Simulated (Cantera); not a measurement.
An adiabatic, constant-pressure homogeneous reactor starts with 10.8 % CH₄, 15.2 % O₂, 74.0 % N₂, at 975 K and 500000 Pa.

Computed with Cantera and GRI-Mech 3.0 (53 species, 325 reactions). Below about 1000 K GRI-Mech 3.0 lacks low-temperature oxidation paths.

x: mole fraction; the columns are a selection and need not sum to one.

```
t (s)     T (K)     x CH₄     x O₂      x OH       x CH₃     x CO₂
--------  -----  --------  -------  --------  ----------  --------
9.00e-6     975     0.108    0.152    <1e-12    1.75e-10    <1e-12
3.44e-5     975     0.108    0.152    <1e-12    6.73e-10    <1e-12
0.000132    975     0.108    0.152    <1e-12  (withheld)    <1e-12
0.000503    975     0.108    0.152    <1e-12  (withheld)    <1e-12
0.00192     975     0.108    0.152  4.99e-12  (withheld)    <1e-12
0.00735     975     0.108    0.152  2.48e-11  (withheld)  9.72e-12
0.0281      975     0.108    0.152  3.97e-11  (withheld)  1.49e-10
0.107       975     0.108    0.151  9.10e-11  (withheld)   2.35e-9
0.411      2265  1.67e-11  4.40e-6  0.000356    4.90e-12    0.0339
1.57       2265  1.67e-11  4.39e-6  0.000355    4.91e-12    0.0339
6.00       2265  1.67e-11  4.39e-6  0.000355    4.91e-12    0.0339
```

Problem. Fill in the missing entries.

Solution. 
- 0.000132, x CH₃: 2.62e-9
- 0.000503, x CH₃: 1.06e-8
- 0.00192, x CH₃: 4.99e-8
- 0.00735, x CH₃: 2.14e-7
- 0.0281, x CH₃: 3.00e-7
- 0.107, x CH₃: 4.57e-7
